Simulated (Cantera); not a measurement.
# Adiabatic ignition

An adiabatic, constant-pressure homogeneous reactor starts with CH4 : O2 : N2 : CO2 = 1 : 1.33 : 5.01 : 2.6 (molar parts), equivalence ratio 1.5, at 1673 K and 500000 Pa.

Model: GRI-Mech 3.0 (53 species, 325 reactions), integrated in Cantera.

```
t (s)     T (K)   x CH4     x O2  x CO2     x HCN      x CO      x H2
--------  -----  ------  -------  -----  --------  --------  --------
9.00e-6    1673   0.100    0.134  0.262    <1e-12   1.84e-6   2.98e-5
2.32e-5    1673  0.0999    0.134  0.262    <1e-12   2.53e-5  0.000147
5.98e-5    1682  0.0962    0.132  0.261  5.35e-12  0.000628   0.00123
0.000154   2447  <1e-12  0.00560  0.212   1.52e-9     0.123    0.0157
0.000398   2539  <1e-12  0.00154  0.221   1.47e-9     0.116    0.0142
0.00102    2539  <1e-12  0.00149  0.221   2.40e-9     0.116    0.0142
0.00264    2537  <1e-12  0.00145  0.221   4.40e-9     0.117    0.0143
0.00681    2533  <1e-12  0.00139  0.221   7.25e-9     0.117    0.0144
0.0176     2532  <1e-12  0.00137  0.221   8.42e-9     0.117    0.0144
0.0453     2532  <1e-12  0.00137  0.221   8.45e-9     0.117    0.0144
0.117      2532  <1e-12  0.00137  0.221   8.45e-9     0.117    0.0144
0.301      2532  <1e-12  0.00137  0.221   8.45e-9     0.117    0.0144
0.776      2532  <1e-12  0.00137  0.221   8.45e-9     0.117    0.0144
2.00       2532  <1e-12  0.00137  0.221   8.45e-9     0.117    0.0144
```
x: mole fraction; the columns are a selection and need not sum to one.

| Property | Result |
|---|---|
| time of steepest temperature rise | 0.132 ms |
| temperature at 2.00 s | 2532 K |
| equilibrium temperature | 2532 K |
| x(CH4) at 2.00 s | <1e-12 (gas-phase equilibrium <1e-12) |
| x(O2) at 2.00 s | 0.00137 (gas-phase equilibrium 0.00137) |
| x(CO2) at 2.00 s | 0.221 (gas-phase equilibrium 0.221) |
